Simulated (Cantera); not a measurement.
Feed: 1 mol Al(CH3)3, 12 mol N2, 5.6 mol H2, at 2150 K and 1.33 mbar.

Method: chemical equilibrium by Gibbs-energy minimisation in Cantera with the NASA 1993 tables (ideal gas, pure condensed phases). Candidate condensed phases: Al, AlN, C, C6H6, C7H8, C8H18; 97 gas species. The feed counts by its element totals alone. Kinetics and transport are ignored.

Base state: N2 0.495, H2 0.379, H 0.0711, Al 0.0416, HCN 0.0111, HNC 0.000809, C2H2 (acetylene) 0.000735, AlH 0.000192 (mole fractions); condensed: C(graphite).

Q: What changes in the equilibrium state with this change: temperature from 2150 K to 1423 K?

A: 
```
species             before     after
----------------  --------  --------
N2                   0.495     0.532
H2                   0.379     0.467
HCN                 0.0111  0.000297
H                   0.0711  0.000124
Al                  0.0416   1.10e-7
CN                 6.71e-5     <1e-9
AlH               0.000192   4.53e-9
C(graphite), mol      2.68      2.99
AlN(s), mol              0     1.000
```
